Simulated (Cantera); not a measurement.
Feed: 1 mol Ta, 9.5 mol CO2, 120 mol H2, equilibrated at 1175 K and 4.28 Torr.

Method: chemical equilibrium by Gibbs-energy minimisation in Cantera with the NASA 1993 tables (ideal gas, pure condensed phases). Candidate condensed phases: C, C6H6, C7H8, C8H18, H2O, Ta, TaC, Ta2O5; 113 gas species. Rates play no part.

Base state: H2 0.876, CO 0.0702, H2O 0.0509, CO2 0.00318 (mole fractions); condensed: Ta2O5(s).

Problem. What changes in the equilibrium state with this change: Ta replaced by Ta(OEt)5?

Solution. 
| species | before | after |
|---|---|---|
| H2 | 0.876 | 0.860 |
| CO | 0.0702 | 0.127 |
| H2O | 0.0509 | 0.0118 |
| CO2 | 0.00318 | 0.00136 |
| Ta2O5(s), mol | 0.500 | 0.500 |
The feed counts by its element totals alone.
